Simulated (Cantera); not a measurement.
## Thermodynamics of fluorocarbon and chlorocarbon gases, feed c-C4F8 + HCl

A closed system holds: 1 mol c-C4F8, a varied amount of HCl, equilibrated at 2700 °C and 13300 Pa.

Cantera equilibrium calculation (NASA polynomials, part measured and part estimated; ideal gas, pure solids and liquids). Candidate condensed phases: C, C6H6, C7H8, C8H18; 118 gas species. The feed counts by its element totals alone. Gases not in the tables: C2F6 and larger saturated fluorocarbons. The numbers say what is thermodynamically allowed, not how fast it happens.

```tsv
n(HCl) (mol)	x F	x CF2	x Cl	x HF	x CF	x CF3	x CF4	n C(graphite)
0.06	0.588	0.319	0.00990	0.00990	0.0643	0.00426	0.00246	1.60
0.077	0.586	0.316	0.0127	0.0127	0.0640	0.00421	0.00241	1.61
0.099	0.582	0.313	0.0162	0.0162	0.0637	0.00414	0.00236	1.62
0.13	0.578	0.308	0.0211	0.0211	0.0632	0.00405	0.00229	1.64
0.16	0.574	0.303	0.0257	0.0257	0.0627	0.00396	0.00222	1.65
0.21	0.567	0.296	0.0334	0.0334	0.0620	0.00382	0.00212	1.68
0.27	0.559	0.287	0.0423	0.0423	0.0611	0.00365	0.00200	1.70
0.34	0.549	0.278	0.0524	0.0524	0.0601	0.00347	0.00187	1.74
0.44	0.536	0.265	0.0663	0.0662	0.0586	0.00323	0.00170	1.78
0.57	0.520	0.249	0.0834	0.0834	0.0569	0.00295	0.00150	1.84
```
x: gas mole fraction; n: condensed amount in mol.

From 0.06 mol HCl to 0.57 mol HCl the condensed part is C(graphite). The main C-bearing gas is CF2 throughout. The share of C in condensed phases is highest at 0.57 mol HCl (46.0 %) and lowest at 0.06 mol HCl (40.1 %).
